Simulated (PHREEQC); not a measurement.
NaOH is added in steps, without added water, to 1 kg of water holding 0.071 mol CaCl2, 0.00013 mol K2SO4 and 0.03 mol MgCl2, at 80 °C. Oxygen alone is held at its pressure in air (log pO2 = -0.68). CO2 from the air is kept out. Solids allowed: Gypsum, Brucite, Portlandite, Halite, Mirabilite, Epsomite. Others were left out.

Base run: PHREEQC, ion-association model, wateq4f.dat. Each further column changes one thing. The table gives pH.

```json
[
 {"NaOH added (mol)": "0", "base": "5.81", "Davies equation for every ion": "5.85", "all activity coefficients set to 1": "(withheld)", "metal-ligand complexes left out": "5.81"},
 {"NaOH added (mol)": "0.0125", "base": "7.97", "Davies equation for every ion": "7.99", "all activity coefficients set to 1": "7.69", "metal-ligand complexes left out": "7.97"},
 {"NaOH added (mol)": "0.03125", "base": "8.08", "Davies equation for every ion": "8.10", "all activity coefficients set to 1": "(withheld)", "metal-ligand complexes left out": "8.08"},
 {"NaOH added (mol)": "0.04375", "base": "8.20", "Davies equation for every ion": "8.22", "all activity coefficients set to 1": "(withheld)", "metal-ligand complexes left out": "8.20"},
 {"NaOH added (mol)": "0.0625", "base": "9.82", "Davies equation for every ion": "9.86", "all activity coefficients set to 1": "(withheld)", "metal-ligand complexes left out": "9.82"},
 {"NaOH added (mol)": "0.075", "base": "10.51", "Davies equation for every ion": "10.51", "all activity coefficients set to 1": "(withheld)", "metal-ligand complexes left out": "10.51"},
 {"NaOH added (mol)": "0.09375", "base": "10.54", "Davies equation for every ion": "10.54", "all activity coefficients set to 1": "10.26", "metal-ligand complexes left out": "10.54"},
 {"NaOH added (mol)": "0.1062", "base": "10.56", "Davies equation for every ion": "10.56", "all activity coefficients set to 1": "(withheld)", "metal-ligand complexes left out": "10.56"},
 {"NaOH added (mol)": "0.125", "base": "10.60", "Davies equation for every ion": "10.60", "all activity coefficients set to 1": "10.33", "metal-ligand complexes left out": "10.60"},
 {"NaOH added (mol)": "0.1375", "base": "10.62", "Davies equation for every ion": "10.63", "all activity coefficients set to 1": "10.36", "metal-ligand complexes left out": "10.62"},
 {"NaOH added (mol)": "0.1562", "base": "10.67", "Davies equation for every ion": "10.68", "all activity coefficients set to 1": "(withheld)", "metal-ligand complexes left out": "10.67"},
 {"NaOH added (mol)": "0.1688", "base": "10.71", "Davies equation for every ion": "10.72", "all activity coefficients set to 1": "10.48", "metal-ligand complexes left out": "10.71"},
 {"NaOH added (mol)": "0.1875", "base": "10.79", "Davies equation for every ion": "10.80", "all activity coefficients set to 1": "10.60", "metal-ligand complexes left out": "10.79"},
 {"NaOH added (mol)": "0.2", "base": "10.85", "Davies equation for every ion": "10.86", "all activity coefficients set to 1": "10.71", "metal-ligand complexes left out": "10.85"}
]
```

### Question
Fill in the missing entries.

### Answer

- 0, all activity coefficients set to 1: 5.57
- 0.03125, all activity coefficients set to 1: 7.80
- 0.04375, all activity coefficients set to 1: 7.92
- 0.0625, all activity coefficients set to 1: 9.99
- 0.075, all activity coefficients set to 1: 10.23
- 0.1062, all activity coefficients set to 1: 10.28
- 0.1562, all activity coefficients set to 1: 10.43

At this temperature some constants are extrapolated from 25 °C, and those without enthalpy data are left unchanged.
